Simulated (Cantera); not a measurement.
Input: 1 mol SiC, 0.32 mol CO2, 67 mol N2, 0.0033 mol H2O, equilibrated at 1627 °C and 13300 Pa.

Equilibrium computed with Cantera from the NASA thermochemical tables; the gas is ideal and each condensed phase is pure. Candidate condensed phases: C, C6H6, C7H8, C8H18, H2O, Si, SiC, SiO2, Si2N2O, Si3N4; 151 gas species. The numbers say what is thermodynamically allowed, not how fast it happens.

Base state: N2 0.990, CO 0.00713, SiO 0.00238, H2 3.75e-5, Si 2.38e-5, H 1.33e-5 (mole fractions); condensed: SiC(s).

What changes in the equilibrium state with this change: H2O from 0.0033 to 1.1 mol?


```
species          before     after
--------------  -------  --------
N2                0.990     0.959
H2              3.75e-5    0.0156
CO              0.00713    0.0148
SiO             0.00238   0.00990
H               1.33e-5  0.000271
HCN             8.78e-6  0.000124
Si              2.38e-5   3.36e-5
SiC(s), mol       0.837     0.277
Si2N2O(s), mol        0    0.0145
```
Mutual solubility and eutectic melting of coexisting phases are not modelled.
